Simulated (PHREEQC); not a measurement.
Make-up at 15 °C: 0.0013 mol/kgw CuSO4 and 0.04 mol/kgw FeCl3. Closed to the air; pH follows from the charge balance.

The numbers come from PHREEQC with the ion-association model, phreeqc.dat.

```
Item                      Value
----------------  -------------
pH                         2.07
ionic strength    0.189 mol/kgw
total alkalinity   -80.0 meq/kg
```

```
species     molality  activity   log γ
----------  --------  --------  ------
Cl-            0.104    0.0755  -0.141
Fe+3          0.0153   0.00211  -0.861
FeCl+2        0.0112   0.00347  -0.510
H+            0.0106   0.00850  -0.096
Fe2(OH)2+4   0.00296   3.12e-5  -1.976
FeOH+2       0.00281  0.000870  -0.510
FeCl2+       0.00217   0.00162  -0.127
Cu+2         0.00122  0.000415  -0.471
```

This is a speciation only: nothing precipitates in the calculation. Saturation is exceeded, for instance for Hematite (slow to form), Goethite (slow to form); the values hold only as long as no solid forms.
